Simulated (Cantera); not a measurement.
A closed system holds: 1 mol Si₂H₆, 0.21 mol NO, 0.95 mol H₂, 7.4 mol O₂, at 1048 K and 0.100 bar.

Cantera equilibrium calculation (NASA polynomials, part measured and part estimated; ideal gas, pure solids and liquids). Candidate condensed phases: H₂O, Si, SiO₂, Si₂N₂O, Si₃N₄; 35 gas species. The feed counts by its element totals alone. Rates play no part.

Base state: H₂O 0.521, O₂ 0.465, N₂ 0.0138, NO 1.02e-5 (mole fractions); condensed: SiO₂(β-quartz).

Task: What changes in the equilibrium state with this change: O₂ from 7.4 to 0.25 mol?

Result: 
```csv
species,before,after
H₂,<1e-9,1.00
H₂O,0.521,3.01e-9
O₂,0.465,<1e-9
N₂,0.0138,<1e-9
NO,1.02e-5,<1e-9
"SiO₂(β-quartz), mol",2.00,0.302
"Si(s), mol",0,1.49
"Si₂N₂O(s), mol",0,0.105
```
Mutual solubility and eutectic melting of coexisting phases are not modelled.

Task: What changes in the equilibrium state with this change: O₂ from 7.4 to 0.22 mol?

Result: 
```csv
species,before,after
H₂,<1e-9,1.00
H₂O,0.521,3.01e-9
O₂,0.465,<1e-9
N₂,0.0138,<1e-9
NO,1.02e-5,<1e-9
"SiO₂(β-quartz), mol",2.00,0.273
"Si(s), mol",0,1.52
"Si₂N₂O(s), mol",0,0.105
```
Mutual solubility and eutectic melting of coexisting phases are not modelled.
